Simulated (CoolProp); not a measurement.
Vapour-liquid equilibrium of R227EA (1) + isobutane (2) at 345.5 K; x and y are mole fractions of (1).

The numbers come from the multi-fluid Helmholtz-energy mixture model, Lemmon 2016 and Bücker 2006; pair parameters Bell 2016 in CoolProp.

| x | bubble pressure, mixture model (MPa) | bubble pressure, Raoult's law (MPa) | y, mixture model | y, Raoult's law |
|---|---|---|---|---|
| 0.05 | 1.285 | 1.165 | 0.123 | 0.067 |
| 0.2 | 1.563 | 1.229 | 0.329 | 0.255 |
| 0.35 | 1.712 | 1.293 | 0.446 | 0.425 |
| 0.5 | 1.789 | 1.357 | ? | 0.578 |
| 0.65 | ? | 1.420 | ? | 0.718 |
| 0.8 | 1.763 | 1.484 | 0.765 | 0.846 |
| 0.95 | ? | 1.548 | 0.929 | 0.963 |

Task: Complete the blanks.

Result: 
- 0.5, y, mixture model: 0.542
- 0.65, bubble pressure, mixture model (MPa): 1.809
- 0.65, y, mixture model: 0.643
- 0.95, bubble pressure, mixture model (MPa): 1.634

The largest gap from Raoult's law is +32.4 % in bubble pressure, at x = 0.35. y crosses x between x = 0.5 and 0.65: the model has an azeotrope there.

The pair parameters rest on a limited set of measurements; away from them the model extrapolates.
